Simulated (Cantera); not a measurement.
Input: 1 mol Cr, 0.37 mol N2O, at 2350 °C and 1000 Pa.

These are equilibrium values from Cantera (NASA tables, ideal gas, pure condensed phases), not measurements of a reactor. Candidate condensed phases: Cr, CrN, Cr2N, Cr2O3; 14 gas species. Rates play no part.

Base state: Cr 0.492, N2 0.266, CrO 0.205, CrO2 0.0235, O 0.0100, O2 0.00150, NO 0.00139, CrO3 1.10e-5 (mole fractions); condensed: gas only.

What changes in the equilibrium state with this change: temperature from 2350 °C to 2225 °C?


```json
[
 {"species": "Cr", "before": "0.492", "after": "0.490"},
 {"species": "N2", "before": "0.266", "after": "0.269"},
 {"species": "CrO", "before": "0.205", "after": "0.209"},
 {"species": "O", "before": "0.0100", "after": "0.00346"},
 {"species": "CrO2", "before": "0.0235", "after": "0.0271"},
 {"species": "O2", "before": "0.00150", "after": "0.000579"},
 {"species": "NO", "before": "0.00139", "after": "0.000703"}
]
```

What changes in the equilibrium state with this change: N2O from 0.37 to 2.8 mol?


```
species   before     after
-------  -------  --------
N2         0.266     0.581
O2       0.00150     0.107
CrO        0.205    0.0936
Cr         0.492    0.0266
NO       0.00139    0.0173
O         0.0100    0.0844
CrO2      0.0235    0.0901
CrO3     1.10e-5  0.000356
```
